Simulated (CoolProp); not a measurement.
Isobutane at 298.15 K and 0.286 MPa is throttled through a valve to 0.0969 MPa with no heat exchange. Each further row changes one setting.

Model: reference Helmholtz-energy equation of state, Bücker 2006, in CoolProp.

```json
[
 {"case": "as stated", "temperature change (K)": "-4.4", "final density (kg/m³)": "2.37"},
 {"case": "outlet pressure 0.0291 MPa", "temperature change (K)": "-6.0", "final density (kg/m³)": "0.702"},
 {"case": "outlet pressure 0.126 MPa", "temperature change (K)": "-3.8", "final density (kg/m³)": "3.10"}
]
```
